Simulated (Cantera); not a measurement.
Mixture: CO : H₂ : CH₄ : O₂ : N₂ = 1 : 1.2 : 0.19 : 2.11 : 7.95 (molar parts), equivalence ratio 0.70, at 680000 Pa, adiabatic and at constant pressure. Ignition delay is the time to a rise of 400 K.

Detailed kinetics in Cantera: GRI-Mech 3.0 (53 species, 325 reactions). Below about 1000 K GRI-Mech 3.0 lacks low-temperature oxidation paths. Below about 950 K walls govern HO2 and H2O2 in real vessels.

### Question
Predict: delay at 900 K; delay at 1000 K; delay at 1100 K; delay at 1200 K; delay at 1300 K; apparent activation energy between 1200 and 1300 K.

### Answer
```json
{
 "delay at 900 K": "0.116 s",
 "delay at 1000 K": "6.90 ms",
 "delay at 1100 K": "0.441 ms",
 "delay at 1200 K": "43.6 µs",
 "delay at 1300 K": "12.8 µs",
 "apparent activation energy between 1200 and 1300 K": "160 kJ/mol"
}
```
